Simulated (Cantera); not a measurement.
A closed system holds: 1 mol Si, 4.1 mol CO2, 57 mol N2, 0.013 mol O2, held at 1800 °C and 608 Torr.

Equilibrium computed with Cantera from the NASA thermochemical tables; the gas is ideal and each condensed phase is pure. Candidate condensed phases: C, Si, SiC, SiO2, Si2N2O, Si3N4; 34 gas species. The tables hold silica as quartz up to 1696 K and as liquid above; real silica turns to tridymite and cristobalite and melts near 1996 K. Rates play no part.

Base state: N2 0.933, CO2 0.0348, CO 0.0323, NO 6.28e-5, SiO 5.11e-5 (mole fractions); condensed: SiO2(l).

Question: What changes in the equilibrium state with this change: O2 from 0.013 to 2 mol?

Answer: 
| species | before | after |
|---|---|---|
| N2 | 0.933 | 0.916 |
| CO2 | 0.0348 | 0.0646 |
| O2 | 8.09e-6 | 0.0153 |
| CO | 0.0323 | 0.00138 |
| SiO | 5.11e-5 | 1.17e-6 |
| O | 3.63e-6 | 0.000158 |
| NO | 6.28e-5 | 0.00271 |
| SiO2(l), mol | 0.997 | 1.000 |
